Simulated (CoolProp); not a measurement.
A simple Rankine cycle with toluene: condensing at 313.15 K, boiler at 0.478 MPa, turbine inlet 464.2 K, turbine efficiency 0.85, pump efficiency 0.8, no recuperator. Each further row changes one setting.

Computed with CoolProp (reference Helmholtz-energy equation of state, Lemmon 2006). It is a short technical equation, of lower accuracy than the large ones.

```json
[
 {"case": "as stated", "thermal efficiency (%)": "20.4", "net work (kJ/kg)": "125", "heat in (kJ/kg)": "611", "turbine exit temperature (K)": "376.1", "volume ratio over the turbine": "54.6"},
 {"case": "turbine inlet 484.2 K", "thermal efficiency (%)": "20.3", "net work (kJ/kg)": "131", "heat in (kJ/kg)": "648", "turbine exit temperature (K)": "396.7", "volume ratio over the turbine": "54.3"},
 {"case": "condensing temperature 305.15 K", "thermal efficiency (%)": "21.6", "net work (kJ/kg)": "135", "heat in (kJ/kg)": "625", "turbine exit temperature (K)": "368.7", "volume ratio over the turbine": "78.3"},
 {"case": "boiler pressure 0.335 MPa", "thermal efficiency (%)": "18.9", "net work (kJ/kg)": "117", "heat in (kJ/kg)": "616", "turbine exit temperature (K)": "385.1", "volume ratio over the turbine": "37.8"},
 {"case": "turbine efficiency 0.75", "thermal efficiency (%)": "18.0", "net work (kJ/kg)": "110", "heat in (kJ/kg)": "611", "turbine exit temperature (K)": "386.2", "volume ratio over the turbine": "56.1"}
]
```
